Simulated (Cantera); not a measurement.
A perfectly stirred reactor is fed with CO : H₂ : O₂ : N₂ : CO₂ = 1 : 0.097 : 0.653 : 2.35 : 0.018 (molar parts), at 2.27 atm; it is adiabatic with a 350 K inlet, and is followed from long to short residence time, starting on the burning branch (τ in s: 0.025, 0.012, 0.0063, 0.0031, 0.0016, 0.00079, 0.00039, 0.0002, 9.9e-05, 4.9e-05, 2.5e-05).

Model: GRI-Mech 3.0 (53 species, 325 reactions), integrated in Cantera. The hydrogen kinetics of GRI-Mech 3.0 are dated; newer H2 mechanisms differ, most at raised pressure.

x: mole fraction; the columns are a selection and need not sum to one.

| τ (s) | T (K) | x CO | x H₂ | x O₂ | x CO₂ | x HO₂ | x H₂O | x NO |
|---|---|---|---|---|---|---|---|---|
| 0.025 | 2309 | 0.0218 | 0.000365 | 0.0373 | 0.260 | ___ | 0.0250 | 0.00285 |
| 0.012 | 2273 | 0.0268 | 0.000459 | 0.0400 | 0.254 | ___ | 0.0246 | 0.00184 |
| 0.0063 | 2226 | 0.0330 | 0.000580 | 0.0430 | 0.247 | ___ | 0.0241 | 0.00113 |
| 0.0031 | 2160 | 0.0413 | 0.000754 | 0.0469 | 0.237 | ___ | 0.0234 | 0.000592 |
| 0.0016 | 2086 | 0.0501 | 0.000950 | 0.0507 | 0.226 | ___ | 0.0226 | 0.000311 |
| 0.00079 | 1994 | 0.0603 | 0.00119 | 0.0550 | 0.214 | ___ | 0.0216 | 0.000168 |
| 0.00039 | 1888 | 0.0716 | 0.00144 | 0.0598 | 0.201 | ___ | 0.0205 | 0.000108 |
| 0.00020 | 1768 | 0.0843 | 0.00166 | 0.0654 | 0.186 | ___ | 0.0195 | 7.62e-5 |
| 9.9e-5 | 1590 | 0.107 | 0.00186 | 0.0768 | 0.160 | ___ | 0.0190 | 3.88e-5 |
| 4.9e-5 | 350 | 0.243 | 0.0236 | 0.159 | 0.00437 | <1e-12 | <1e-12 | <1e-12 |
| 2.5e-5 | 350 | 0.243 | 0.0236 | 0.159 | 0.00437 | <1e-12 | <1e-12 | <1e-12 |

**Question.** Complete the blanks.

**Answer.** 
- 0.025, x HO₂: 1.71e-6
- 0.012, x HO₂: 2.02e-6
- 0.0063, x HO₂: 2.63e-6
- 0.0031, x HO₂: 3.94e-6
- 0.0016, x HO₂: 6.05e-6
- 0.00079, x HO₂: 9.61e-6
- 0.00039, x HO₂: 1.49e-5
- 0.00020, x HO₂: 2.22e-5
- 9.9e-5, x HO₂: 3.68e-5
